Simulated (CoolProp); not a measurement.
Properties of sulfur dioxide along the isobar 24100 kPa (Tc = 430.6 K, pc = 7887 kPa, ω = 0.256).

Model: reference Helmholtz-energy equation of state, Gao 2016, in CoolProp.

```csv
T (K),phase,density (kg/m³),Joule-Thomson coefficient (K/MPa)
291,liquid,1429,-0.2682
301.6,liquid,1404,(withheld)
312.2,liquid,(withheld),(withheld)
322.8,liquid,(withheld),-0.2175
333.4,liquid,1324,-0.1943
344,liquid,(withheld),-0.1670
354.6,liquid,1268,-0.1350
365.2,liquid,1238,-0.09742
375.8,liquid,1208,-0.05322
386.4,liquid,1176,-0.001081
```

### Question
What belongs in the gaps?

### Answer

- 301.6, Joule-Thomson coefficient (K/MPa): -0.2541
- 312.2, density (kg/m³): 1378
- 312.2, Joule-Thomson coefficient (K/MPa): -0.2373
- 322.8, density (kg/m³): 1351
- 344, density (kg/m³): 1296
